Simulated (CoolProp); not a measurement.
Vapour-liquid equilibrium of benzene (1) + n-decane (2) at 182.05 °C; x and y are mole fractions of (1).

The numbers come from the multi-fluid Helmholtz-energy mixture model, Thol 2012 and Lemmon 2006; pair parameters Bell 2016 in CoolProp.

Q: Give the bubble pressure and the first vapour's composition at x = 0.125, 0.875, 0.95. Is there an azeotrope?

A: x = 0.125: 0.2284 MPa, y = 0.502; x = 0.875: 0.9313 MPa, y = 0.975; x = 0.95: 1.010 MPa, y = 0.990. No azeotrope shows between x = 0.05 and 0.95.

Pair parameters are fitted to limited data, so mixtures are less certain than the pure fluids.
